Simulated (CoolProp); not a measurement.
200 sccm (0 °C, 1 atm) of nitrogen bubbles through liquid water at 341 K and leaves saturated at a total pressure of 0.137 MPa (ideal gas phase). Each further row changes one setting.

Values from CoolProp's reference Helmholtz-energy equation of state, Wagner 2002.

| case | vapour pressure (kPa) | mole fraction of vapour | delivery (mg/min) | delivery (sccm) | change of delivery for a bath 1 K warmer (%) |
|---|---|---|---|---|---|
| as stated | 28.4 | (withheld) | (withheld) | 52.3 | 5.7 |
| bath temperature 346 K | (withheld) | (withheld) | 55.7 | 69.3 | (withheld) |
| total pressure 0.274 MPa | 28.4 | (withheld) | 18.6 | (withheld) | (withheld) |

Task: Complete the blanks.

Result: 
- as stated, mole fraction of vapour: 0.207
- as stated, delivery (mg/min): 42.1
- bath temperature 346 K, vapour pressure (kPa): 35.3
- bath temperature 346 K, mole fraction of vapour: 0.257
- bath temperature 346 K, change of delivery for a bath 1 K warmer (%): 5.9
- total pressure 0.274 MPa, mole fraction of vapour: 0.104
- total pressure 0.274 MPa, delivery (sccm): 23.1
- total pressure 0.274 MPa, change of delivery for a bath 1 K warmer (%): 5.0
